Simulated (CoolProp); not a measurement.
Vapour-liquid equilibrium of propylene (1) + benzene (2) at 287.7 K; x and y are mole fractions of (1).

Values from CoolProp's multi-fluid Helmholtz-energy mixture model, Lemmon 2013 and Thol 2012; pair parameters Bell 2016.

Question: Give the bubble pressure and the first vapour's composition at x = 0.125, 0.2, 0.65. Is there an azeotrope?

Answer: x = 0.125: 1.821 bar, y = 0.960; x = 0.2: 2.684 bar, y = 0.973; x = 0.65: 6.150 bar, y = 0.992. No azeotrope shows between x = 0.05 and 0.95.

Pair parameters are fitted to limited data, so mixtures are less certain than the pure fluids. The gap from Raoult's law changes sign with composition, which may be real or a fault of the pair parameters; it wasn't checked against measurements. With so large a gap from Raoult's law the liquid may split in two, which this calculation doesn't test in full.
